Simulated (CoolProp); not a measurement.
The numbers come from the reference Helmholtz-energy equation of state, Lemmon 2006 in CoolProp. It is a short technical equation, of lower accuracy than the large ones.

Question: For C2F6 (R116), give the phase and the Z, cv (kJ/(kg K)), speed of sound (m/s), Prandtl number at 291.5 K and 0.424 MPa; 291.5 K and 0.802 MPa; 303.5 K and 4.21 MPa.

Answer: 
- 291.5 K and 0.424 MPa: gas; Z 0.951, cv 0.708, speed of sound 133, Prandtl number 0.750
- 291.5 K and 0.802 MPa: gas; Z 0.904, cv 0.715, speed of sound 127, Prandtl number 0.768
- 303.5 K and 4.21 MPa: supercritical; Z 0.294, cv 0.824, speed of sound 104, Prandtl number 3.76

Viscosity comes from a separate model (Huber 2003), an estimate that may be off by 10 % or more. Thermal conductivity comes from a separate model (Huber 2003), an estimate that may be off by 10 % or more.
